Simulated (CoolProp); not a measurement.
Model: reference Helmholtz-energy equation of state, Thol 2018, in CoolProp.

### Question
Give the vapour pressure (MPa), liquid density (kg/m³), liquid cp (kJ/(kg K)), vapour Z of saturated hydrogen chloride at -22.55, -12.15 °C.

### Answer
```
T (°C)  p (MPa)  liquid density (kg/m³)  liquid cp (kJ/(kg K))  vapour Z
------  -------  ----------------------  ---------------------  --------
-22.55     1.37                    1010                   1.83     0.834
-12.15     1.86                     974                   1.90     0.797
```
